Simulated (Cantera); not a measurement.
Cantera run:

```python
import numpy as np
import cantera as ct

gas_names = """
    CL CL2 H HCL H2 N NH NH2 NH3 N2 N2H2 N2H4 Si SiCL SiCL2 SiCL3 SiCL4 SiH SiHCL3 SiH2 SiH2CL2 SiH3
    SiH3CL SiH4 SiN Si2 Si2N Si3
""".split()
cond_names = """
    NH4CL(a) NH4CL(b) Si(cr) Si(L) Si3N4(a)
""".split()


# ... load() reads the species with a 1 bar reference pressure and builds the phases ...
atoms = {
    'Si3N4': {'Si': 3, 'N': 4},
    'HCl': {'H': 1, 'CL': 1},
    'H2': {'H': 2},
}
top_T = {'Si3N4(a)': 2400}  # K; cautious upper limits of use, not melting points


# ... equilibrate(T, P, feed) seeds the gas with the atoms and calls Mixture.equilibrate('TP', solver="vcs", rtol=1e-11, max_steps=5000) ...
results = []
P = 57  # Pa
for T in [850, 950, 1050, 1150, 1250, 1350, 1450, 1550, 1650, 1750, 1850, 1950, 2050]:
    for m in [4.7, 6.7, 8.7, 11, 13, 15, 17, 19, 21, 23, 25, 27]:
        feed = {'Si3N4': 1, 'HCl': 1.3, 'H2': m}  # mol
        mix = equilibrate(T, P, feed)
        results.append((T, P, feed, dict(zip(mix.species_names, mix.species_moles))))

for T, P, feed, n in results:
    print(f"{T:7g} {feed['H2']:10.4g}  " + (" + ".join(c for c in cond_names if n.get(c, 0) > 1e-12) or "gas only"))
```

It prints:

```
    850        4.7  Si3N4(a)
    850        6.7  Si3N4(a)
    850        8.7  Si3N4(a)
    850         11  Si3N4(a)
    850         13  Si3N4(a)
    850         15  Si3N4(a)
    850         17  Si3N4(a)
    850         19  Si3N4(a)
    850         21  Si3N4(a)
    850         23  Si3N4(a)
    850         25  Si3N4(a)
    850         27  Si3N4(a)
    950        4.7  Si3N4(a)
    950        6.7  Si3N4(a)
    950        8.7  Si3N4(a)
    950         11  Si3N4(a)
    950         13  Si3N4(a)
    950         15  Si3N4(a)
    950         17  Si3N4(a)
    950         19  Si3N4(a)
    950         21  Si3N4(a)
    950         23  Si3N4(a)
    950         25  Si3N4(a)
    950         27  Si3N4(a)
   1050        4.7  Si3N4(a)
   1050        6.7  Si3N4(a)
   1050        8.7  Si3N4(a)
   1050         11  Si3N4(a)
   1050         13  Si3N4(a)
   1050         15  Si3N4(a)
   1050         17  Si3N4(a)
   1050         19  Si3N4(a)
   1050         21  Si3N4(a)
   1050         23  Si3N4(a)
   1050         25  Si3N4(a)
   1050         27  Si3N4(a)
   1150        4.7  Si3N4(a)
   1150        6.7  Si3N4(a)
   1150        8.7  Si3N4(a)
   1150         11  Si3N4(a)
   1150         13  Si3N4(a)
   1150         15  Si3N4(a)
   1150         17  Si3N4(a)
   1150         19  Si3N4(a)
   1150         21  Si3N4(a)
   1150         23  Si3N4(a)
   1150         25  Si3N4(a)
   1150         27  Si3N4(a)
   1250        4.7  Si3N4(a)
   1250        6.7  Si3N4(a)
   1250        8.7  Si3N4(a)
   1250         11  Si3N4(a)
   1250         13  Si3N4(a)
   1250         15  Si3N4(a)
   1250         17  Si3N4(a)
   1250         19  Si3N4(a)
   1250         21  Si3N4(a)
   1250         23  Si3N4(a)
   1250         25  Si3N4(a)
   1250         27  Si3N4(a)
   1350        4.7  Si3N4(a)
   1350        6.7  Si3N4(a)
   1350        8.7  Si3N4(a)
   1350         11  Si3N4(a)
   1350         13  Si3N4(a)
   1350         15  Si3N4(a)
   1350         17  Si3N4(a)
   1350         19  Si3N4(a)
   1350         21  Si3N4(a)
   1350         23  Si3N4(a)
   1350         25  Si3N4(a)
   1350         27  Si(cr) + Si3N4(a)
   1450        4.7  Si3N4(a)
   1450        6.7  Si(cr) + Si3N4(a)
   1450        8.7  Si(cr) + Si3N4(a)
   1450         11  Si(cr) + Si3N4(a)
   1450         13  Si(cr) + Si3N4(a)
   1450         15  Si(cr) + Si3N4(a)
   1450         17  Si(cr) + Si3N4(a)
   1450         19  Si(cr) + Si3N4(a)
   1450         21  Si(cr) + Si3N4(a)
   1450         23  Si(cr) + Si3N4(a)
   1450         25  Si(cr) + Si3N4(a)
   1450         27  Si(cr) + Si3N4(a)
   1550        4.7  Si(cr) + Si3N4(a)
   1550        6.7  Si(cr)
   1550        8.7  Si(cr)
   1550         11  Si(cr)
   1550         13  Si(cr)
   1550         15  Si(cr)
   1550         17  Si(cr)
   1550         19  Si(cr)
   1550         21  Si(cr)
   1550         23  Si(cr)
   1550         25  Si(cr)
   1550         27  Si(cr)
   1650        4.7  Si(cr)
   1650        6.7  Si(cr)
   1650        8.7  Si(cr)
   1650         11  Si(cr)
   1650         13  Si(cr)
   1650         15  Si(cr)
   1650         17  Si(cr)
   1650         19  Si(cr)
   1650         21  Si(cr)
   1650         23  Si(cr)
   1650         25  Si(cr)
   1650         27  Si(cr)
   1750        4.7  Si(L)
   1750        6.7  Si(L)
   1750        8.7  Si(L)
   1750         11  Si(L)
   1750         13  Si(L)
   1750         15  Si(L)
   1750         17  Si(L)
   1750         19  Si(L)
   1750         21  Si(L)
   1750         23  Si(L)
   1750         25  Si(L)
   1750         27  Si(L)
   1850        4.7  Si(L)
   1850        6.7  Si(L)
   1850        8.7  Si(L)
   1850         11  Si(L)
   1850         13  Si(L)
   1850         15  Si(L)
   1850         17  Si(L)
   1850         19  Si(L)
   1850         21  Si(L)
   1850         23  Si(L)
   1850         25  Si(L)
   1850         27  Si(L)
   1950        4.7  Si(L)
   1950        6.7  Si(L)
   1950        8.7  Si(L)
   1950         11  Si(L)
   1950         13  Si(L)
   1950         15  Si(L)
   1950         17  Si(L)
   1950         19  Si(L)
   1950         21  Si(L)
   1950         23  Si(L)
   1950         25  Si(L)
   1950         27  Si(L)
   2050        4.7  Si(L)
   2050        6.7  Si(L)
   2050        8.7  Si(L)
   2050         11  Si(L)
   2050         13  gas only
   2050         15  gas only
   2050         17  gas only
   2050         19  gas only
   2050         21  gas only
   2050         23  gas only
   2050         25  gas only
   2050         27  gas only
```

Cantera equilibrium calculation (NASA polynomials, part measured and part estimated; ideal gas, pure solids and liquids). Mutual solubility and eutectic melting of coexisting phases are not modelled. The tables' values for SiCl3 are old estimates.
